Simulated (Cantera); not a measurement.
A freely propagating, adiabatic, planar premixed flame of CH4 : CO : O2 : N2 = 1 : 0.75 : 3.25 : 12.2 (molar parts), equivalence ratio 0.73, unburnt at 523 K and 503 Torr; mixture-averaged transport, grid criteria slope 0.08 and curve 0.16, no radiation.

Cantera simulation using GRI-Mech 3.0 (53 species, 325 reactions); the numbers are that mechanism's predictions, not measurements. Burning velocities carry a grid error of a few per cent, more on coarse grids.

What does this change do: O2 3.25 to 4.1 parts?


```json
[
 {"quantity": "laminar burning velocity", "before": "92.3 cm/s", "after": "90.8 cm/s"},
 {"quantity": "thermal thickness", "before": "0.576 mm", "after": "0.566 mm"},
 {"quantity": "peak x(C2H2)", "before": "5.45e-6", "after": "2.32e-6"},
 {"quantity": "peak x(HCN)", "before": "2.38e-7", "after": "8.01e-8"}
]
```

What does this change do: 0.62 parts CO2 added?


```tsv
quantity	before	after
laminar burning velocity	92.3 cm/s	75.2 cm/s
thermal thickness	0.576 mm	0.650 mm
peak x(C2H2)	5.45e-6	4.49e-6
peak x(HCN)	2.38e-7	1.76e-7
```
